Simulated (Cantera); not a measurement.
Cantera run, input and output.

```python
import numpy as np
import cantera as ct

gas = ct.Solution("gri30.yaml")
gas.TPX = 1400, 41000, {'CO': 0.0072, 'O2': 0.027, 'H2O': 0.0002, 'N2': 1, 'H2': 0.0097}
reactor = ct.IdealGasConstPressureReactor(gas, energy="off", clone=False)
net = ct.ReactorNet([reactor])
net.rtol, net.atol = 1e-08, 1e-18
show = ['CO', 'O2', 'H2O', 'NO2', 'H', 'H2O2']
times = np.geomspace(3e-05, 9, 12)

steps = ct.SolutionArray(gas, extra=["t"])
rows = []
print(f"{'t/s':>10s}{'T/K':>9s}{'P/Pa':>11s}" + "".join(f"{s:>11s}" for s in show))
for t in times:
    while net.time < t:
        t_next = net.step()
        steps.append(gas.state, t=t_next)
    rows.append([np.interp(t, steps.t, y) for y in (steps.T, steps.P, *steps(*show).X.T)])
    print(f"{t:10.3e}{rows[-1][0]:9.1f}{rows[-1][1]:11.4g}" + "".join(f"{x:11.3e}" for x in rows[-1][2:]))
rate = np.gradient(steps.T, steps.t)
print("integrator steps:", len(steps.t))
if steps.T.max() > steps.T[0] + 200:
    print(f"time of steepest temperature rise: {steps.t[rate.argmax()]:.4e} s")
gas.TPX = 1400, 41000, {'CO': 0.0072, 'O2': 0.027, 'H2O': 0.0002, 'N2': 1, 'H2': 0.0097}
gas.equilibrate("TP")
print(f"equilibrium (TP): T = {gas.T:.1f} K  " + "  ".join(f"{s} {gas[s].X[0]:.3e}" for s in show))
```

Result:

```
       t/s      T/K       P/Pa         CO         O2        H2O        NO2          H       H2O2
 3.000e-05   1400.0    4.1e+04  6.896e-03  2.586e-02  1.916e-04  1.360e-23  6.436e-09  6.481e-12
 9.442e-05   1400.0    4.1e+04  6.896e-03  2.586e-02  1.916e-04  3.205e-21  7.594e-08  4.365e-11
 2.971e-04   1400.0    4.1e+04  6.890e-03  2.579e-02  2.698e-04  5.872e-16  5.250e-05  3.143e-09
 9.352e-04   1400.0    4.1e+04  4.296e-03  1.916e-02  7.107e-03  1.813e-10  2.872e-03  1.131e-07
 2.943e-03   1400.0    4.1e+04  1.384e-03  1.809e-02  8.320e-03  7.357e-10  1.137e-03  1.054e-07
 9.262e-03   1400.0    4.1e+04  2.768e-04  1.789e-02  9.301e-03  2.400e-09  9.921e-05  4.950e-08
 2.915e-02   1400.0    4.1e+04  3.778e-05  1.789e-02  9.503e-03  7.646e-09  4.284e-06  1.099e-08
 9.174e-02   1400.0    4.1e+04  4.331e-06  1.790e-02  9.541e-03  1.115e-08  2.247e-07  2.013e-09
 2.887e-01   1400.0    4.1e+04  5.750e-07  1.791e-02  9.552e-03  8.444e-09  1.892e-08  4.297e-10
 9.087e-01   1400.0    4.1e+04  1.361e-07  1.791e-02  9.555e-03  6.492e-09  3.254e-09  1.384e-10
 2.860e+00   1400.0    4.1e+04  8.133e-08  1.791e-02  9.556e-03  6.363e-09  1.753e-09  9.263e-11
 9.000e+00   1400.0    4.1e+04  8.008e-08  1.791e-02  9.556e-03  6.368e-09  1.722e-09  9.156e-11
integrator steps: 1706
equilibrium (TP): T = 1400.0 K  CO 8.034e-08  O2 1.779e-02  H2O 9.556e-03  NO2 3.238e-07  H 1.725e-09  H2O2 9.127e-11
```

Cantera simulation using GRI-Mech 3.0 (53 species, 325 reactions); the numbers are that mechanism's predictions, not measurements.
